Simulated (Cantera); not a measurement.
Input: 1 mol FeS₂, 0.19 mol O₂, 3.7 mol H₂O, equilibrated at 7.00 bar.

Method: chemical equilibrium by Gibbs-energy minimisation in Cantera with the NASA 1993 tables (ideal gas, pure condensed phases). Candidate condensed phases: Fe, FeO, Fe(OH)₂, Fe(OH)₃, FeS, FeSO₄, FeS₂, Fe₂O₃, Fe₂(SO₄)₃, Fe₃O₄, H₂O, H₂SO₄, S; 22 gas species. Rates play no part. All values below are at 700 K.

Base state: H₂O 0.961, SO₂ 0.0373, H₂S 0.00149, H₂ 1.59e-5 (mole fractions); condensed: FeS₂(s) + Fe₃O₄(s).

Problem. What changes in the equilibrium state with this change: pressure from 7.00 bar to 79.0 mbar?

Solution. 
```csv
species,before,after
H₂O,0.961,0.960
SO₂,0.0373,0.0374
H₂S,0.00149,0.00261
S₂,6.90e-6,6.50e-5
H₂,1.59e-5,8.54e-5
"FeS₂(s), mol",0.925,0.923
"Fe₃O₄(s), mol",0.0248,0.0257
```

Problem. What changes in the equilibrium state with this change: 0.13 mol CH₄ added?

Solution. 
```
species         before    after
-------------  -------  -------
H₂O              0.961    0.934
CO₂                  0   0.0318
H₂S            0.00149   0.0296
SO₂             0.0373  2.81e-8
CO                   0  1.68e-5
H₂             1.59e-5  0.00465
FeS₂(s), mol     0.925    0.879
Fe₃O₄(s), mol   0.0248        0
FeS(s), mol          0    0.121
```
FeS: taken at fixed stoichiometry. Further candidate phases: C, C₆H₆, C₇H₈, C₈H₁₈, Fe(CO)₅.
